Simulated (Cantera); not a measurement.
Input: 1 mol acetone, 26 mol H2, at 923 K.

These are equilibrium values from Cantera (NASA tables, ideal gas, pure condensed phases), not measurements of a reactor. Candidate condensed phases: C, C6H6, C7H8, C8H18, H2O; 110 gas species. The feed counts by its element totals alone. The ideal-gas law is rough above about 30 bar. Kinetics and transport are ignored.

x: gas mole fraction; n: condensed amount in mol.

```
P (Pa)     x H2    x CH4     x H2O      x CO     x CO2    x C2H6  n C(graphite)
--------  -----  -------  --------  --------  --------  --------  -------------
10        0.967  2.17e-5   4.98e-6    0.0333   3.50e-7    <1e-12           2.00
72        0.967      ___       ___    0.0333       ___       ___           2.00
520       0.966  0.00113  0.000257    0.0331   1.80e-5  1.12e-10           1.97
3700      0.959  0.00791   0.00174    0.0317  0.000117   5.54e-9           1.82
27000     0.913   0.0523   0.00947    0.0249  0.000527   2.55e-7          0.805
190000    0.853    0.109       ___       ___       ___       ___              0
1400000   0.846    0.115    0.0383  0.000103   9.57e-6   1.33e-6              0
10000000  0.846    0.115    0.0385   2.04e-6   1.89e-7   1.34e-6              0
```

Some entries are withheld; supply them.


- 190000, x H2O: 0.0329
- 190000, x CO: 0.00448
- 190000, x CO2: 0.000353
- 190000, x C2H6: 1.19e-6
- 72, x CH4: 0.000156
- 72, x H2O: 3.58e-5
- 72, x CO2: 2.52e-6
- 72, x C2H6: 2.15e-12
